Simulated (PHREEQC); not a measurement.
Consider water at 73 °C with 0.25 mol/kgw MnSO4, 0.0022 mol/kgw ZnCl2, 0.00022 mol/kgw NaF and 0.012 mol/kgw Al2(SO4)3. Closed to the air; pH follows from the charge balance.

All values are PHREEQC results (ion-association model, wateq4f.dat), not measurements.

This is a speciation only: nothing precipitates in the calculation.

### Question
Order these Al species by the share of Al that they hold, largest first: AlSO4+, Al+3, Al(SO4)2-, Al(OH)2+, AlOH+2.

### Answer
AlSO4+ (53 %), Al(SO4)2- (39 %), Al+3 (4.2 %), AlOH+2 (2.4 %), Al(OH)2+ (1.3 %)

### Question
Order these S species by the share of S that they hold, largest first: HSO4-, Al(SO4)2-, MnSO4, AlSO4+, SO4-2.

### Answer
MnSO4 (54 %), SO4-2 (34 %), Al(SO4)2- (6.5 %), AlSO4+ (4.4 %), HSO4- (0.37 %)

The pH is 3.96 and the ionic strength 0.410 mol/kgw. Examples of supersaturated solids here: Boehmite (slow to form), Gibbsite (slow to form). Others may be too. Away from 25 °C the constants follow the database's enthalpies or fits; those with neither stay at their 25 °C values. Fluoro complexes past AlF4- and FeF3 are missing from the database.
